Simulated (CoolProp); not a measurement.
Saturated liquid density (kg/m³) of dimethyl carbonate: the reference equation beside estimates from Tc = 283.9 °C, pc = 4.909 MPa, ω = 0.346. Rackett uses Z = 0.29056 − 0.08775 ω.

Computed with CoolProp (reference Helmholtz-energy equation of state, Zhou 2011).

```csv
T (°C),reference,Rackett,van der Waals,Redlich-Kwong,Soave-Redlich-Kwong,Peng-Robinson
16.95,1074,1093,618.6,917.2,948.3,1067
33.55,1052,1071,607.7,898.9,932.7,1050
50.25,1029,1049,596.2,879.5,915.9,1032
66.85,1007,1026,584.3,859.1,897.9,1013
83.55,983.3,1003,571.8,837.3,878.4,992.1
100.15,959.5,978.3,558.7,814.4,857.4,969.4
116.85,934.8,952.9,544.9,789.9,834.6,944.5
133.45,909.4,926.4,530.3,764.0,809.9,917.5
150.15,882.7,898.5,514.7,736.0,[?],887.5
166.75,854.8,869.1,498.1,[?],753.1,854.5
183.45,825.1,837.4,480.0,673.6,720.1,817.4
200.05,793.3,803.4,460.4,[?],683.4,775.8
216.65,758.3,765.8,438.7,599.2,641.9,728.2
```

Task: Some entries are withheld; supply them.

Result: 
- 150.15, Soave-Redlich-Kwong: 782.7
- 166.75, Redlich-Kwong: 706.1
- 200.05, Redlich-Kwong: 638.3

Absolute difference from the reference over all 13 rows, mean and median: Rackett 1.7 and 1.8 %, van der Waals 41.9 and 41.8 %, Redlich-Kwong 16.4 and 15.5 %, Soave-Redlich-Kwong 11.8 and 11.3 %, Peng-Robinson 1.0 and 0.9 %.
